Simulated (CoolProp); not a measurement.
Aqueous methanol as a coolant, 19 % by mass, freezing at -14.1 °C, 1 atm.

Computed with CoolProp (Melinder's fits for secondary coolants).

```csv
T (°C),cp (kJ/(kg K)),viscosity (mPa s),Prandtl number,conductivity (W/(m K))
-10.7,4.052,5.10,45.5,0.455
-3.6,4.077,3.69,32.5,0.463
3.4,4.096,2.77,24.1,0.471
10.5,4.111,2.14,18.3,0.478
17.6,4.119,1.69,14.3,0.486
24.7,4.122,1.37,11.5,0.494
31.7,4.118,1.14,9.35,0.501
38.8,4.107,0.956,7.72,0.509
```
